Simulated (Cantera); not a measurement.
# Fluorocarbon and chlorocarbon gases: CH₃F + HCl + H₂

A closed system holds: 1 mol CH₃F, 0.068 mol HCl, 5.9 mol H₂.

Method: chemical equilibrium by Gibbs-energy minimisation in Cantera with the NASA 1993 tables (ideal gas, pure condensed phases). Candidate condensed phases: C, C₆H₆, C₇H₈, C₈H₁₈; 118 gas species. Kinetics and transport are ignored.

**Question.** Map the stable condensed phases over T = 1500, 1600, 1700, 1800, 1900, 2000, 2100, 2200, 2300, 2400, 2500, 2600, 2700 °C and P in Pa = 1, 3.6, 13, 46, 170, 600, 2200, 7700, 28000, 100000.

**Answer.** 
```
T in °C \ P in Pa
              1    3.6     13     46    170    600   2200   7700  28000 100000
   2700       A      A      A      A      A      A      B      B      B      B
   2600       A      A      A      A      A      B      B      B      B      B
   2500       A      A      A      A      B      B      B      B      B      B
   2400       A      A      A      B      B      B      B      B      B      B
   2300       A      A      B      B      B      B      B      B      B      B
   2200       A      B      B      B      B      B      B      B      B      B
   2100       B      B      B      B      B      B      B      B      B      B
   2000       B      B      B      B      B      B      B      B      B      B
   1900       B      B      B      B      B      B      B      B      B      B
   1800       B      B      B      B      B      B      B      B      B      B
   1700       B      B      B      B      B      B      B      B      B      B
   1600       B      B      B      B      B      B      B      B      B      B
   1500       B      B      B      B      B      B      B      B      B      B
```
A: gas only; B: C.
